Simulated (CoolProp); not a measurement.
The fluid at 293.15 K and 0.316 MPa flows at 1.6 m/s in a round tube of 2 mm bore and 1.5 µm roughness, fully developed (64/Re and Nu = 3.66 if laminar; Colebrook and Gnielinski if turbulent). The same conditions are run with several fluids, on thermodynamics alone (safety and materials aside).

Model: reference Helmholtz-energy equation of state of each fluid (C2F6 (R116): Lemmon 2006; ethane: Bücker 2006; oxygen: Schmidt 1985; sulfur hexafluoride: Guder 2009), in CoolProp.

Task: Rank C2F6 (R116), ethane, oxygen, sulfur hexafluoride by Reynolds number, highest first.

Result: C2F6 (R116) (4280), sulfur hexafluoride (4190), ethane (1380), oxygen (655)

```
fluid                Darcy friction factor  pressure drop (Pa/m)  heat-transfer coefficient (W/(m² K))  mass flow (kg/h)
-------------------  ---------------------  --------------------  ------------------------------------  ----------------
C2F6 (R116)                         0.0399                   474                                   105             0.336
ethane                              0.0463                   118                                  37.6            0.0724
oxygen                              0.0977                   260                                  47.7            0.0752
sulfur hexafluoride                 0.0401                   506                                  92.7             0.356
```

Transport values come from each fluid's own correlations; those of C2F6 (R116) are estimates that may be off by 10 % or more.
